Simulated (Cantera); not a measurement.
Input: 1 mol SiO2, a varied amount of C, 0.17 mol CO, held at 2175 °C and 1 atm.

Equilibrium computed with Cantera from the NASA thermochemical tables; the gas is ideal and each condensed phase is pure. Candidate condensed phases: C, Si, SiC, SiO2; 20 gas species. Mutual solubility and eutectic melting of coexisting phases are not modelled. The tables hold silica as quartz up to 1696 K and as liquid above; real silica turns to tridymite and cristobalite and melts near 1996 K. Kinetics and transport are ignored.

### Question
Which condensed phases are stable at each of these points (n(C) (mol)): 0.97, 1.1, 1.3, 1.5, 1.8, 2.1, 2.4, 2.8, 3.3, 3.8, 4.5, 5.2?

### Answer
```tsv
n(C) (mol)	condensed phases	Si condensed (%)
0.97	SiO2(l)	2.2
1.1	Si(l)	9.1
1.3	Si(l) + SiC(s)	28.4
1.5	Si(l) + SiC(s)	28.4
1.8	SiC(s)	39.6
2.1	SiC(s)	54.6
2.4	SiC(s)	69.7
2.8	SiC(s)	89.8
3.3	C(graphite) + SiC(s)	95.2
3.8	C(graphite) + SiC(s)	95.2
4.5	C(graphite) + SiC(s)	95.2
5.2	C(graphite) + SiC(s)	95.2
```

At 0.97 mol C the condensed part is SiO2(l). At 1.1 mol C the condensed part is Si(l). From 1.3 mol C to 1.5 mol C the condensed part is Si(l) + SiC(s). From 1.8 mol C to 2.8 mol C the condensed part is SiC(s). From 3.3 mol C to 5.2 mol C the condensed part is C(graphite) + SiC(s).
